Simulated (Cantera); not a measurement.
A closed system holds: 1 mol BCl3, 6.8 mol H2O, 17 mol N2, equilibrated at 28.0 Pa.

Cantera equilibrium calculation (NASA polynomials, part measured and part estimated; ideal gas, pure solids and liquids). Candidate condensed phases: B, BN, B2O3, B3O3H3, H2O, NH4Cl; 49 gas species. The tables' values for BOCl are old estimates; treat these amounts as uncertain. Kinetics and transport are ignored.

x: gas mole fraction; n: condensed amount in mol.

```json
[
 {"T (K)": "898", "x N2": "0.672", "x H2O": "0.209", "x HCl": "0.119", "x HBO2": "6.55e-5", "x Cl": "1.00e-6", "x H2": "5.69e-7", "n B2O3(l)": "0.496"},
 {"T (K)": "973", "x N2": "0.672", "x H2O": "0.209", "x HCl": "0.119", "x HBO2": "[?]", "x Cl": "[?]", "x H2": "[?]", "n B2O3(l)": "0.493"},
 {"T (K)": "1048", "x N2": "0.671", "x H2O": "0.208", "x HCl": "0.118", "x HBO2": "0.00186", "x Cl": "1.66e-5", "x H2": "9.00e-6", "n B2O3(l)": "0.475"},
 {"T (K)": "1123", "x N2": "0.670", "x H2O": "0.205", "x HCl": "0.118", "x HBO2": "0.00694", "x Cl": "5.05e-5", "x H2": "2.79e-5", "n B2O3(l)": "0.411"},
 {"T (K)": "1198", "x N2": "0.665", "x H2O": "0.196", "x HCl": "0.117", "x HBO2": "[?]", "x Cl": "[?]", "x H2": "[?]", "n B2O3(l)": "[?]"},
 {"T (K)": "1273", "x N2": "0.659", "x H2O": "0.186", "x HCl": "0.116", "x HBO2": "0.0385", "x Cl": "0.000311", "x H2": "0.000183", "n B2O3(l)": "0"},
 {"T (K)": "1348", "x N2": "0.659", "x H2O": "0.186", "x HCl": "0.116", "x HBO2": "0.0384", "x Cl": "0.000661", "x H2": "0.000406", "n B2O3(l)": "0"},
 {"T (K)": "1423", "x N2": "0.658", "x H2O": "0.186", "x HCl": "0.115", "x HBO2": "0.0382", "x Cl": "0.00129", "x H2": "0.000835", "n B2O3(l)": "0"},
 {"T (K)": "1498", "x N2": "0.658", "x H2O": "0.186", "x HCl": "0.114", "x HBO2": "0.0381", "x Cl": "0.00235", "x H2": "0.00160", "n B2O3(l)": "0"},
 {"T (K)": "1573", "x N2": "0.657", "x H2O": "0.185", "x HCl": "0.112", "x HBO2": "0.0379", "x Cl": "0.00402", "x H2": "0.00289", "n B2O3(l)": "0"},
 {"T (K)": "1648", "x N2": "0.656", "x H2O": "0.184", "x HCl": "0.109", "x HBO2": "0.0376", "x Cl": "0.00650", "x H2": "0.00492", "n B2O3(l)": "0"},
 {"T (K)": "1723", "x N2": "0.654", "x H2O": "0.181", "x HCl": "0.105", "x HBO2": "0.0371", "x Cl": "0.00996", "x H2": "0.00797", "n B2O3(l)": "0"},
 {"T (K)": "1798", "x N2": "0.651", "x H2O": "0.177", "x HCl": "0.100", "x HBO2": "0.0365", "x Cl": "0.0146", "x H2": "0.0123", "n B2O3(l)": "0"},
 {"T (K)": "1873", "x N2": "0.646", "x H2O": "0.171", "x HCl": "0.0936", "x HBO2": "0.0356", "x Cl": "0.0203", "x H2": "0.0181", "n B2O3(l)": "0"}
]
```

Task: What belongs in the gaps?

Result: 
- 1198, x HBO2: 0.0214
- 1198, x Cl: 0.000133
- 1198, x H2: 7.56e-5
- 1198, n B2O3(l): 0.225
- 973, x HBO2: 0.000400
- 973, x Cl: 4.59e-6
- 973, x H2: 2.47e-6
